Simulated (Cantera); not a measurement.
Feed: 1 mol BCl₃, 0.21 mol H₂O, held at 1225 K and 75.0 Torr.

Cantera equilibrium calculation (NASA polynomials, part measured and part estimated; ideal gas, pure solids and liquids). Candidate condensed phases: B, B₂O₃, B₃O₃H₃, H₂O; 33 gas species. The tables' values for BOCl are old estimates; treat these amounts as uncertain. The numbers say what is thermodynamically allowed, not how fast it happens.

Base state: BCl₃ 0.617, HCl 0.328, B₃O₃Cl₃ 0.0546, BOCl 0.000147, Cl 4.99e-5, H₂ 3.11e-5 (mole fractions); condensed: gas only.

### Question
What changes in the equilibrium state with this change: 0.032 mol O₂ added?

### Answer
```
species    before     after
-------  --------  --------
BCl₃        0.617     0.557
HCl         0.328     0.322
B₃O₃Cl₃    0.0546    0.0700
Cl₂       6.68e-6    0.0470
H₂        3.11e-5   4.27e-9
Cl        4.99e-5   0.00418
BOCl     0.000147  0.000159
```

### Question
What changes in the equilibrium state with this change: H₂O from 0.21 to 0.5 mol?

### Answer
```csv
species,before,after
HCl,0.328,0.600
BCl₃,0.617,0.311
B₃O₃Cl₃,0.0546,0.0887
Cl₂,6.68e-6,1.40e-5
H₂,3.11e-5,4.98e-5
Cl,4.99e-5,7.21e-5
BOCl,0.000147,0.000172
"B₂O₃(l), mol",0,0.0188
```

### Question
What changes in the equilibrium state with this change: BCl₃ replaced by B₂H₆?

### Answer
```csv
species,before,after
H₂,3.11e-5,0.998
B₃O₃H₃,<1e-9,0.00217
HBO,7.41e-9,0.000285
BCl₃,0.617,0
HCl,0.328,0
B₃O₃Cl₃,0.0546,0
BOCl,0.000147,0
Cl,4.99e-5,0
"B(s), mol",0,1.85
"B₂O₃(l), mol",0,0.0627
```
The feed counts by its element totals alone. Mutual solubility and eutectic melting of coexisting phases are not modelled.
